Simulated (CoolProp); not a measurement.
Vapour-liquid equilibrium of carbon dioxide (1) + R123 (2) at 248.8 K; x and y are mole fractions of (1).

The numbers come from the multi-fluid Helmholtz-energy mixture model, Span 1996 and Younglove 1994; pair parameters Bell 2016 in CoolProp.

Give the bubble pressure and the first vapour's composition at x = 0.05, 0.15, 0.55. Is there an azeotrope?

x = 0.05: 72.69 kPa, y = 0.874; x = 0.15: 193.5 kPa, y = 0.955; x = 0.55: 771.7 kPa, y = 0.993. No azeotrope shows between x = 0.05 and 0.95.

Pair parameters are fitted to limited data, so mixtures are less certain than the pure fluids.
